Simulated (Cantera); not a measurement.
Charge: 1 mol HMDSO, a varied amount of O₃, equilibrated at 1725 K and 0.000340 bar.

Method: chemical equilibrium by Gibbs-energy minimisation in Cantera with the NASA 1993 tables (ideal gas, pure condensed phases). Candidate condensed phases: C, C₆H₆, C₇H₈, C₈H₁₈, H₂O, Si, SiC, SiO₂; 123 gas species. The feed counts by its element totals alone. The tables hold silica as quartz up to 1696 K and as liquid above; real silica turns to tridymite and cristobalite and melts near 1996 K. Equilibrium is a limit: real reactors are often held back by kinetics, nucleation or transport.

Problem. At 7 mol O₃, list the 7 most abundant gas species with their mole fractions, and the condensed phases.

Solution. H₂O 0.526, CO₂ 0.271, CO 0.128, H₂ 0.0707, H 0.00268, OH 0.00110, SiO 0.000188. Condensed: SiO₂(condensed).
